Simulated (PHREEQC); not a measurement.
## Polishing slurry liquid (model solution)

Solution (25 °C): 0.0081 mol/kgw K2CO3, 0.055 mol/kgw Al(NO3)3 and 3.9e-06 mol/kgw CO2. Closed to the air; pH follows from the charge balance.

Model: ion-association model, phreeqc.dat, run in PHREEQC.

No solid was allowed to form.

Task: What pH, ionic strength does the model give?

Result: pH 4.83; ionic strength 0.301 mol/kgw.

Task: In which forms is Al present?

Result: Al+3 75 %, AlOH+2 21 %, Al(OH)2+ 4.1 % of the Al.

The solution is supersaturated, for example in Al(OH)3(a), Gibbsite (slow to form), so a real one may precipitate; this is no full list. Species that the database lacks are ignored.
